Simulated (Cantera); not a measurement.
An adiabatic, constant-pressure homogeneous reactor starts with CH₄ : C₂H₆ : C₃H₈ : O₂ : N₂ = 1 : 0.24 : 0.21 : 7.34 : 27.6 (molar parts), equivalence ratio 0.53, at 1050 K and 10.0 bar.

Model: GRI-Mech 3.0 (53 species, 325 reactions), integrated in Cantera. GRI-Mech 3.0 was tuned for natural gas; its chemistry of propane as a main component is partial and can be far from experiment.

One state of this run: T (K) = 2156; x CH₄ = <1e-12; x C₂H₆ = <1e-12; x C₃H₈ = <1e-12; x CH₃ = <1e-12; x O₂ = 0.0898. x: mole fraction; the columns are a selection and need not sum to one.

Problem. Which value of t (s) does it belong to?
A) 4.70e-5
B) 0.00110
C) 2.00e-6
D) 1.75

Solution. D, 1.75
